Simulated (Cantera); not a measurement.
A perfectly stirred reactor is fed with CH4 : H2 : N2 = 0.022 : 1 : 0.0098 (molar parts), at 16000 Pa; it is held at 1600 K, and followed from long to short residence time.

Model: GRI-Mech 3.0 (53 species, 325 reactions), integrated in Cantera. GRI-Mech 3.0 stops at C3 and has no aromatics, soot or wall deposition, so with more carbon than oxygen in the feed, carbon stays in small species such as C2H2 where larger ones or solid carbon would form.

One state of this run: x CH4 = 0.0201; x H2 = 0.970; x C2H = 2.42e-10; x CH3 = 5.26e-5; x H = 0.000125. x: mole fraction; the columns are a selection and need not sum to one.

Question: Which value of τ (s) does it belong to?
A. 0.012
B. 1.5
C. 0.22
D. 0.00063

Answer: C, 0.22
